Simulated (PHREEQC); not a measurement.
Acid mine or pickling water: an equilibrium model

A made-up water analysis in mg/L, 25 °C, pH 3.45, pe 8.1: Na 2570; K 47.8; Ca 210; Mg 197; Cl 726; S(6) as SO4 5770; Cu(2) 5.1; Br 68.7; Mn(2) 62.6; Pb 9.56.

Valence states are taken as typed.

The numbers come from PHREEQC with the ion-association model, phreeqc.dat.

This is a speciation only: nothing precipitates in the calculation.

Task: What ionic strength, density does the model give?

Result: ionic strength 0.174 mol/kgw; density 1.006 g/cm³.

Task: In which forms is Cu present?

Result: Cu+2 51 %, CuSO4 48 %, CuCl+ 1.0 % of the Cu.

Examples of supersaturated solids here: Anglesite. Others may be too.
